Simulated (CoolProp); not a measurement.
The fluid at 329.96 K and 0.568 MPa flows at 0.76 m/s in a round tube of 1 mm bore and 15 µm roughness, fully developed (64/Re and Nu = 3.66 if laminar; Colebrook and Gnielinski if turbulent). The same conditions are run with several fluids, on thermodynamics alone (safety and materials aside).

Values from CoolProp's reference Helmholtz-energy equation of state of each fluid (methanol: de Reuck 1993; n-decane: Lemmon 2006; n-heptane: Span 2003).

| fluid | Reynolds number | Darcy friction factor | pressure drop (Pa/m) | heat-transfer coefficient (W/(m² K)) | mass flow (kg/h) |
|---|---|---|---|---|---|
| methanol | 1600 | ___ | ___ | ___ | 1.63 |
| n-decane | 943 | 0.0679 | 13800 | ___ | 1.51 |
| n-heptane | ___ | ___ | ___ | 414 | ___ |

What belongs in the gaps?


- methanol, Darcy friction factor: 0.0399
- methanol, pressure drop (Pa/m): 8710
- methanol, heat-transfer coefficient (W/(m² K)): 711
- n-decane, heat-transfer coefficient (W/(m² K)): 445
- n-heptane, Reynolds number: 1740
- n-heptane, Darcy friction factor: 0.0368
- n-heptane, pressure drop (Pa/m): 6940
- n-heptane, mass flow (kg/h): 1.40

Transport values come from each fluid's own correlations.
